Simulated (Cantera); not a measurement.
A Cantera script and its output.

```python
import numpy as np
import cantera as ct

gas = ct.Solution("gri30.yaml")
gas.TPX = 600, 101325, {'CH4': 1, 'C2H6': 0.1, 'O2': 3.26, 'N2': 35.9}
inlet = ct.Reservoir(gas, clone=True)
gas.equilibrate("HP")  # start burning
reactor = ct.IdealGasConstPressureReactor(gas, energy="on", clone=False)
exhaust = ct.Reservoir(gas, clone=True)
tau = [0.066, 0.028, 0.012, 0.0049, 0.0021, 0.00086, 0.00036, 0.00015, 6.4e-05, 2.7e-05, 1.1e-05, 4.7e-06][0]
for a, b in ((inlet, reactor), (reactor, exhaust)):
    ct.MassFlowController(a, b, mdot=lambda t: reactor.mass / tau)
net = ct.ReactorNet([reactor])
show = ['CH4', 'C2H6', 'O2', 'H2O2', 'HCO', 'H2O']

rows = []
print(f"{'tau/s':>10s}{'T/K':>9s}" + "".join(f"{s:>11s}" for s in show))
for tau in [0.066, 0.028, 0.012, 0.0049, 0.0021, 0.00086, 0.00036, 0.00015, 6.4e-05, 2.7e-05, 1.1e-05, 4.7e-06]:
    net.initial_time = 0.0
    net.advance(30 * tau)
    before = gas.X
    net.advance(40 * tau)
    drift = np.max(np.abs(gas.X - before) / (gas.X + 1e-9))
    rows.append([gas.T, *gas[show].X, drift])
    print(f"{tau:10.3e}{gas.T:9.1f}" + "".join(f"{x:11.3e}" for x in gas[show].X))
```

It prints:

```
     tau/s      T/K        CH4       C2H6         O2       H2O2        HCO        H2O
 6.600e-02   1287.3  7.841e-05  1.992e-06  2.324e-02  3.047e-07  4.303e-08  5.660e-02
 2.800e-02   1276.5  1.547e-04  3.830e-06  2.392e-02  4.323e-07  1.047e-07  5.625e-02
 1.200e-02    600.0  2.484e-02  2.484e-03  8.097e-02 -4.063e-20 -8.516e-33 -5.553e-17
 4.900e-03    600.0  2.484e-02  2.484e-03  8.097e-02  4.618e-22  8.899e-34 -3.095e-19
 2.100e-03    600.0  2.484e-02  2.484e-03  8.097e-02  1.309e-22  1.776e-34  5.034e-21
 8.600e-04    600.0  2.484e-02  2.484e-03  8.097e-02  2.546e-23  3.459e-35  1.191e-21
 3.600e-04    600.0  2.484e-02  2.484e-03  8.097e-02  5.071e-24  6.910e-36  2.418e-22
 1.500e-04    600.0  2.484e-02  2.484e-03  8.097e-02  9.843e-25  1.343e-36  4.653e-23
 6.400e-05    600.0  2.484e-02  2.484e-03  8.097e-02  1.839e-25  2.510e-37  8.420e-24
 2.700e-05    600.0  2.484e-02  2.484e-03  8.097e-02  3.332e-26  4.543e-38  1.417e-24
 1.100e-05    600.0  2.484e-02  2.484e-03  8.097e-02  5.727e-27  7.789e-39  2.100e-25
 4.700e-06    600.0  2.484e-02  2.484e-03  8.097e-02  1.019e-27  1.378e-39  2.878e-26
```

Detailed kinetics in Cantera: GRI-Mech 3.0 (53 species, 325 reactions).
